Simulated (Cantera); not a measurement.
Input (Python, Cantera):

```python
import numpy as np
import cantera as ct

surf = ct.Interface("diamond.yaml", "diamond_100")
gas, bulk = surf.adjacent["gas"], surf.adjacent["diamond"]
k = surf.kinetics_species_index(bulk.species_names[0])
cover = ["c6HH", "c6H*", "c6*H", "c6**", "c6HM", "c6B"]

rows, drift = [], 0.0
print(f"{'xCH3':>10s}{'um/h':>11s}" + "".join(f"{s:>11s}" for s in cover))
for v in [1e-06, 2.3e-06, 5.4e-06, 1.2e-05, 2.9e-05, 6.6e-05, 0.00015, 0.00036, 0.00082]:
    T, P, xH, xCH3 = 1025, 5000, 0.021, v
    gas.TPX = T, P, {"H": xH, "CH3": xCH3, "CH4": 0.0033, "H2": 1 - xH - xCH3 - 0.0033}
    surf.TP = bulk.TP = T, P
    surf.coverages = "c6H*:0.1, c6HH:0.9"
    surf.advance_coverages(100.0)
    before = surf.coverages
    surf.advance_coverages(100.0)
    drift = max(drift, np.max(np.abs(surf.coverages - before) / (surf.coverages + 1e-9)))
    rate = surf.net_production_rates[k] * bulk.mean_molecular_weight / bulk.density * 3.6e9
    rows.append([rate, *surf[cover].coverages])
    print(f"{v:10.4g}{rate:11.4e}" + "".join(f"{x:11.3e}" for x in rows[-1][1:]))
```

Output:

```
      xCH3       um/h       c6HH       c6H*       c6*H       c6**       c6HM        c6B
     1e-06 2.9282e-02  5.742e-01  2.081e-02  3.933e-01  1.169e-02  2.318e-05  7.946e-11
   2.3e-06 6.7345e-02  5.741e-01  2.081e-02  3.933e-01  1.169e-02  5.330e-05  1.827e-10
   5.4e-06 1.5809e-01  5.741e-01  2.081e-02  3.933e-01  1.169e-02  1.251e-04  4.290e-10
   1.2e-05 3.5123e-01  5.740e-01  2.080e-02  3.932e-01  1.168e-02  2.780e-04  9.531e-10
   2.9e-05 8.4828e-01  5.736e-01  2.079e-02  3.929e-01  1.167e-02  6.714e-04  2.302e-09
   6.6e-05 1.9279e+00  5.730e-01  2.076e-02  3.925e-01  1.165e-02  1.526e-03  5.231e-09
   0.00015 4.3678e+00  5.715e-01  2.071e-02  3.914e-01  1.161e-02  3.457e-03  1.185e-08
   0.00036 1.0401e+01  5.677e-01  2.056e-02  3.887e-01  1.150e-02  8.233e-03  2.822e-08
   0.00082 2.3293e+01  5.596e-01  2.026e-02  3.829e-01  1.127e-02  1.844e-02  6.321e-08
```

Computed with Cantera and the Harris–Goodwin 1993 mechanism for the reconstructed diamond (100) surface.
